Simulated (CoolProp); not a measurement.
Vapour pressure (kPa) of R113: the reference equation beside estimates from Tc = 214.1 °C, pc = 3392 kPa, ω = 0.253.

Model: reference Helmholtz-energy equation of state, Marx 1992, in CoolProp.

```json
[
 {"T (°C)": "94.85", "reference": "386.2", "Lee-Kesler": "387.5", "van der Waals": "991.5"},
 {"T (°C)": "101.95", "reference": "457.0", "Lee-Kesler": "458.8", "van der Waals": "1086"},
 {"T (°C)": "108.95", "reference": "535.9", "Lee-Kesler": "538.1", "van der Waals": "1186"},
 {"T (°C)": "115.95", "reference": "624.7", "Lee-Kesler": "627.1", "van der Waals": "1290"},
 {"T (°C)": "122.95", "reference": "723.9", "Lee-Kesler": "726.4", "van der Waals": "1401"},
 {"T (°C)": "129.95", "reference": "834.3", "Lee-Kesler": "836.9", "van der Waals": "1517"},
 {"T (°C)": "137.05", "reference": "958.7", "Lee-Kesler": "961.2", "van der Waals": "1640"},
 {"T (°C)": "144.05", "reference": "1094", "Lee-Kesler": "1096", "van der Waals": "1768"},
 {"T (°C)": "151.05", "reference": "1243", "Lee-Kesler": "1245", "van der Waals": "1902"},
 {"T (°C)": "158.05", "reference": "1407", "Lee-Kesler": "1409", "van der Waals": "2042"},
 {"T (°C)": "165.05", "reference": "1587", "Lee-Kesler": "1588", "van der Waals": "2189"},
 {"T (°C)": "172.15", "reference": "1786", "Lee-Kesler": "1787", "van der Waals": "2343"},
 {"T (°C)": "179.15", "reference": "1999", "Lee-Kesler": "2001", "van der Waals": "2502"},
 {"T (°C)": "186.15", "reference": "2232", "Lee-Kesler": "2234", "van der Waals": "2668"},
 {"T (°C)": "193.15", "reference": "2486", "Lee-Kesler": "2488", "van der Waals": "2840"}
]
```

Absolute difference from the reference over all 15 rows, mean and median: Lee-Kesler 0.2 and 0.2 %, van der Waals 70.4 and 61.6 %.
